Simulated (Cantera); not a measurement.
A closed system holds: 1 mol Fe3O4, 1200 mol H2, 0.19 mol H2O, held at 1700 K and 133 Pa.

Equilibrium computed with Cantera from the NASA thermochemical tables; the gas is ideal and each condensed phase is pure. Candidate condensed phases: Fe, FeO, Fe(OH)2, Fe(OH)3, Fe2O3, Fe3O4, H2O; 12 gas species. The numbers say what is thermodynamically allowed, not how fast it happens.

Base state: H2 0.990, H 0.00402, H2O 0.00347, Fe 0.00249 (mole fractions); condensed: gas only.

What changes in the equilibrium state with this change: Fe3O4 replaced by ZrO2?


```tsv
species	before	after
H2	0.990	0.996
H	0.00402	0.00403
H2O	0.00347	0.000158
Fe	0.00249	0
ZrO2(tetragonal), mol	0	1.00
```
Further candidate phases: Zr, ZrO2.
